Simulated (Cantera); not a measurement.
Charge: 1 mol Cu, 0.091 mol CO2, 62 mol H2, held at 1123 K and 1000 Pa.

These are equilibrium values from Cantera (NASA tables, ideal gas, pure condensed phases), not measurements of a reactor. Candidate condensed phases: C, C6H6, C7H8, C8H18, Cu, CuO, Cu(OH)2, Cu2O, H2O; 113 gas species. Kinetics and transport are ignored.

Base state: H2 0.997, H2O 0.00146, CO 0.00146 (mole fractions); condensed: Cu(s).

What changes in the equilibrium state with this change: Cu replaced by Fe?


| species | before | after |
|---|---|---|
| H2 | 0.997 | 0.997 |
| H2O | 0.00146 | 0.00146 |
| CO | 0.00146 | 0.00146 |
| Cu(s), mol | 1.000 | 0 |
| Fe(α), mol | 0 | 1.00 |
Further candidate phases: Fe, Fe(CO)5, FeO, Fe(OH)2, Fe(OH)3, Fe2O3, Fe3O4.

What changes in the equilibrium state with this change: CO2 from 0.091 to 11 mol?


```tsv
species	before	after
H2	0.997	0.720
H2O	0.00146	0.129
CO	0.00146	0.129
CO2	1.97e-6	0.0213
Cu(s), mol	1.000	1.000
```
